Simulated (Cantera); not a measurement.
An adiabatic, constant-pressure homogeneous reactor starts with 11.7 % CH4, 1.09 % CO, 8.61 % O2, 78.6 % N2, equivalence ratio 2.8, at 1675 K and 28.0 bar.

Model: GRI-Mech 3.0 (53 species, 325 reactions), integrated in Cantera. The pressure lies above the range GRI-Mech 3.0 was tuned for (to about 10 atm).

x: mole fraction; the columns are a selection and need not sum to one.

```tsv
t (s)	T (K)	x CH4	x CO	x O2	x NO	x CH2O
2.00e-6	1675	0.117	0.0109	0.0861	<1e-12	…
5.02e-6	1675	0.117	0.0109	0.0860	2.28e-12	…
1.26e-5	1678	0.115	0.0109	0.0854	1.13e-11	…
3.17e-5	1698	0.109	0.0122	0.0820	9.98e-11	…
7.96e-5	2175	0.0143	0.0631	0.000833	7.97e-7	…
0.000200	2138	0.00530	0.0667	7.29e-9	7.35e-7	…
0.000502	2126	0.00387	0.0749	4.44e-9	8.25e-7	…
0.00126	2115	0.00303	0.0859	2.52e-9	8.87e-7	…
0.00317	2102	0.00195	0.0966	1.39e-9	8.50e-7	…
0.00796	2091	0.000810	0.104	8.76e-10	8.11e-7	…
0.0200	2086	7.35e-5	0.106	7.26e-10	8.26e-7	2.02e-7
0.0502	2086	2.36e-7	0.106	7.19e-10	8.29e-7	1.93e-7
0.126	2086	2.12e-7	0.106	7.19e-10	8.07e-7	1.93e-7
0.317	2086	2.12e-7	0.106	7.19e-10	7.60e-7	1.93e-7
0.796	2086	2.12e-7	0.106	7.19e-10	6.77e-7	1.93e-7
2.00	2086	2.12e-7	0.106	7.19e-10	5.81e-7	1.93e-7
```

Fill in the missing entries.


- 2.00e-6, x CH2O: 1.47e-5
- 5.02e-6, x CH2O: 9.51e-5
- 1.26e-5, x CH2O: 0.000402
- 3.17e-5, x CH2O: 0.00131
- 7.96e-5, x CH2O: 2.08e-5
- 0.000200, x CH2O: 3.66e-6
- 0.000502, x CH2O: 2.01e-6
- 0.00126, x CH2O: 1.11e-6
- 0.00317, x CH2O: 5.66e-7
- 0.00796, x CH2O: 3.06e-7
